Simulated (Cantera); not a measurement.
**Low-pressure radical oxidation in H2/O2**

An isothermal, constant-pressure homogeneous reactor starts with 5.30 % H₂, 94.7 % O₂, equivalence ratio 0.028, at 1275 K and 2.10 Torr.

Detailed kinetics in Cantera: the H2/O2 subset of GRI-Mech 3.0, which has no nitrogen chemistry. Radical loss at walls, strong at low pressure, is not modelled. The temperature is held fixed by assumption; the heat of reaction is taken as removed at once.

```csv
t (s),x H₂,x O₂,x O,x HO₂,x OH
0.000700,0.0530,0.947,3.08e-8,2.57e-8,2.40e-8
0.00163,0.0530,0.947,2.58e-7,6.01e-8,1.88e-7
0.00382,0.0530,0.947,1.68e-5,1.46e-7,1.21e-5
0.00891,0.0112,0.915,0.0231,6.88e-7,0.00789
0.0208,0.000944,0.904,0.0372,6.09e-7,0.00453
0.0485,0.000920,0.905,0.0363,6.06e-7,0.00447
0.113,0.000874,0.907,0.0342,5.99e-7,0.00437
0.265,0.000776,0.912,0.0299,5.82e-7,0.00412
0.618,0.000592,0.920,0.0222,5.40e-7,0.00362
1.44,0.000336,0.932,0.0122,4.45e-7,0.00274
3.37,0.000125,0.940,0.00446,2.86e-7,0.00168
7.86,3.27e-5,0.944,0.00115,1.31e-7,0.000861
18.3,7.47e-6,0.945,0.000263,4.65e-8,0.000412
42.8,1.80e-6,0.945,6.32e-5,1.67e-8,0.000202
100,4.96e-7,0.945,1.74e-5,9.62e-9,0.000106
```
x: mole fraction; the columns are a selection and need not sum to one.

Equilibrium at this temperature and pressure: H₂ 5.88e-8, O₂ 0.946, O 2.07e-6, HO₂ 1.54e-8, OH 3.66e-5 (gas phase only).
